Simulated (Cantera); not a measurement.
A Cantera script and what it prints.

```python
import numpy as np
import cantera as ct

gas_names = """
    CL CL2 N N2 Si SiCL SiCL2 SiCL3 SiCL4 SiN Si2 Si2N Si3
""".split()
cond_names = """
    Si(cr) Si(L) Si3N4(a)
""".split()


# ... load() reads the species with a 1 bar reference pressure and builds the phases ...
atoms = {
    'Si3N4': {'Si': 3, 'N': 4},
    'Cl2': {'CL': 2},
}
top_T = {'Si3N4(a)': 2400}  # K; cautious upper limits of use, not melting points


# ... equilibrate(T, P, feed) seeds the gas with the atoms and calls Mixture.equilibrate('TP', solver="vcs", rtol=1e-11, max_steps=5000) ...
results = []
feed = {'Si3N4': 1, 'Cl2': 12}  # mol
T = 1498  # K
P = 1333.22  # Pa
mix = equilibrate(T, P, feed)
results.append((T, P, feed, dict(zip(mix.species_names, mix.species_moles))))
x = sorted(zip(gas.X, gas.species_names), reverse=True)
print(f"T = {T:g} K  P = {P:g} Pa  gas = {mix.phase_moles(0):.4g} mol")
print("   x: " + "  ".join(f"{s} {v:.3e}" for v, s in x if v > 0.0001))
print("   condensed (mol): " + ("  ".join(f"{mix.phase(i).name} {mix.phase_moles(i):.4g}"
      for i in range(1, mix.n_phases) if mix.phase_moles(i) > 1e-12) or "none"))
```

It prints:

```
T = 1498 K  P = 1333.22 Pa  gas = 12.83 mol
   x: CL2 3.254e-01  CL 2.848e-01  SiCL4 2.338e-01  N2 1.559e-01  SiCL3 1.059e-04
   condensed (mol): none
```

Method: chemical equilibrium by Gibbs-energy minimisation in Cantera with the NASA 1993 tables (ideal gas, pure condensed phases). The tables' values for SiCl3 are old estimates; treat these amounts as uncertain.
